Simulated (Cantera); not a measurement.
Feed: 1 mol Al₂O₃, 0.52 mol C, 1.3 mol N₂, equilibrated at 1648.15 K and 32.0 Pa.

Method: chemical equilibrium by Gibbs-energy minimisation in Cantera with the NASA 1993 tables (ideal gas, pure condensed phases). Candidate condensed phases: Al, AlN, Al₂O₃, C; 32 gas species. Mutual solubility and eutectic melting of coexisting phases are not modelled. Kinetics and transport are ignored.

Base state: N₂ 0.683, CO 0.315, Al 0.00128, Al₂O 0.000218 (mole fractions); condensed: AlN(s) + Al₂O₃(s).

Q: What changes in the equilibrium state with this change: temperature from 1648.15 K to 2323.15 K?

A: 
```csv
species,before,after
N₂,0.683,0.605
CO,0.315,0.242
Al,0.00128,0.113
Al₂O,0.000218,0.0360
O,<1e-9,0.000312
AlO,1.95e-8,0.00349
Al₂O₂,<1e-9,5.40e-5
NO,<1e-9,3.09e-5
CO₂,2.84e-7,0.000317
"AlN(s), mol",0.344,0
"Al₂O₃(s), mol",0.827,0.798
```
